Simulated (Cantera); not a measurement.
Input: 1 mol PbO, 1 mol H2, at 1275 K and 10.0 mbar.

These are equilibrium values from Cantera (NASA tables, ideal gas, pure condensed phases), not measurements of a reactor. Candidate condensed phases: H2O, Pb, PbO, PbO2, Pb3O4; 12 gas species. Equilibrium is a limit: real reactors are often held back by kinetics, nucleation or transport.

Base state: H2O 0.805, Pb 0.189, H2 0.00318, PbO 0.00318, Pb2 1.44e-5 (mole fractions); condensed: Pb(l).

**Question.** What changes in the equilibrium state with this change: temperature from 1275 K to 1323.15 K?

**Answer.** 
```tsv
species	before	after
H2O	0.805	0.638
Pb	0.189	0.352
H2	0.00318	0.00478
Pb2	1.44e-5	4.08e-5
PbO	0.00318	0.00478
Pb(l), mol	0.763	0.444
```

**Question.** What changes in the equilibrium state with this change: temperature from 1275 K to 825 K?

**Answer.** 
```csv
species,before,after
H2O,0.805,1.000
H2,0.00318,7.13e-5
Pb,0.189,1.43e-5
PbO,0.00318,2.51e-8
Pb2,1.44e-5,<1e-9
"Pb(l), mol",0.763,1.000
```
